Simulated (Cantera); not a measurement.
Feed: 1 mol Al2O3, 0.44 mol SiCl4, 0.22 mol O2, 8 mol Cl2, held at 16.0 Pa.

Cantera equilibrium calculation (NASA polynomials, part measured and part estimated; ideal gas, pure solids and liquids). Candidate condensed phases: Al, AlCl3, Al2O3, Al2SiO5, Al6Si2O13, Si, SiO2; 26 gas species. Mutual solubility and eutectic melting of coexisting phases are not modelled. The tables' values for AlCl2 are old estimates; treat these amounts as uncertain. Condensed phases not in the tables: alloys, solid solutions and most ternary compounds. Equilibrium is a limit: real reactors are often held back by kinetics, nucleation or transport. All values below are at 1723 K.

Base state: Cl 0.979, AlCl3 0.0166, Cl2 0.00327, SiO 0.000337, AlCl2 0.000263, AlOCl 0.000108, O2 3.98e-5, O 2.84e-5 (mole fractions); condensed: Al2O3(s) + Al6Si2O13(mullite).

Problem. What changes in the equilibrium state with this change: O2 from 0.22 to 1.1 mol?

Solution. 
| species | before | after |
|---|---|---|
| Cl | 0.979 | 0.960 |
| O2 | 3.98e-5 | 0.0356 |
| Cl2 | 0.00327 | 0.00315 |
| AlCl3 | 0.0166 | 9.60e-5 |
| SiO | 0.000337 | 1.13e-5 |
| AlCl2 | 0.000263 | 1.55e-6 |
| AlCl | 1.57e-5 | 9.40e-8 |
| Al2O3(s), mol | 0.203 | 0.339 |
| Al6Si2O13(mullite), mol | 0.217 | 0.220 |
